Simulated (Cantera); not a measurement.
Input (Python, Cantera):

```python
import numpy as np
import cantera as ct

gas = ct.Solution("gri30.yaml")
gas.TPX = 1798, 12000, {'CH4': 1, 'CO2': 0.5}
reactor = ct.IdealGasConstPressureReactor(gas, energy="off", clone=False)
net = ct.ReactorNet([reactor])
net.rtol, net.atol = 1e-08, 1e-18
show = ['CH4', 'CO2', 'C2H4', 'CH3', 'C2H', 'HCO']
times = np.geomspace(4e-05, 4, 9)

steps = ct.SolutionArray(gas, extra=["t"])
rows = []
print(f"{'t/s':>10s}{'T/K':>9s}{'P/Pa':>11s}" + "".join(f"{s:>11s}" for s in show))
for t in times:
    while net.time < t:
        t_next = net.step()
        steps.append(gas.state, t=t_next)
    rows.append([np.interp(t, steps.t, y) for y in (steps.T, steps.P, *steps(*show).X.T)])
    print(f"{t:10.3e}{rows[-1][0]:9.1f}{rows[-1][1]:11.4g}" + "".join(f"{x:11.3e}" for x in rows[-1][2:]))
rate = np.gradient(steps.T, steps.t)
print("integrator steps:", len(steps.t))
if steps.T.max() > steps.T[0] + 200:
    print(f"time of steepest temperature rise: {steps.t[rate.argmax()]:.4e} s")
gas.TPX = 1798, 12000, {'CH4': 1, 'CO2': 0.5}
gas.equilibrate("TP")
print(f"equilibrium (TP): T = {gas.T:.1f} K  " + "  ".join(f"{s} {gas[s].X[0]:.3e}" for s in show))
```

Output:

```
       t/s      T/K       P/Pa        CH4        CO2       C2H4        CH3        C2H        HCO
 4.000e-05   1798.0    1.2e+04  6.658e-01  3.332e-01  2.775e-06  6.517e-04  3.167e-14  2.763e-11
 1.687e-04   1798.0    1.2e+04  6.624e-01  3.328e-01  2.218e-04  2.605e-03  5.593e-11  5.147e-09
 7.113e-04   1798.0    1.2e+04  6.230e-01  3.272e-01  9.754e-03  7.793e-03  1.935e-08  3.487e-07
 3.000e-03   1798.0    1.2e+04  3.603e-01  2.654e-01  2.344e-02  6.350e-03  6.183e-07  4.573e-07
 1.265e-02   1798.0    1.2e+04  1.303e-01  1.553e-01  2.696e-03  2.596e-03  1.394e-06  1.389e-07
 5.334e-02   1798.0    1.2e+04  2.733e-02  3.057e-02  3.823e-04  8.079e-04  2.253e-06  3.890e-08
 2.249e-01   1798.0    1.2e+04  1.350e-02  1.343e-02  2.333e-04  4.095e-04  1.847e-06  2.348e-08
 9.485e-01   1798.0    1.2e+04  6.858e-03  4.151e-03  1.627e-04  1.913e-04  1.186e-06  1.839e-08
 4.000e+00   1798.0    1.2e+04  1.624e-03  1.324e-04  1.365e-04  4.395e-05  9.676e-07  1.851e-08
integrator steps: 1823
equilibrium (TP): T = 1798.0 K  CH4 8.974e-04  CO2 3.471e-08  C2H4 1.361e-04  CH3 2.427e-05  C2H 9.636e-07  HCO 1.856e-08
```

Cantera simulation using GRI-Mech 3.0 (53 species, 325 reactions); the numbers are that mechanism's predictions, not measurements. GRI-Mech 3.0 stops at C3 and has no aromatics, soot or wall deposition, so with more carbon than oxygen in the feed, carbon stays in small species such as C2H2 where larger ones or solid carbon would form.
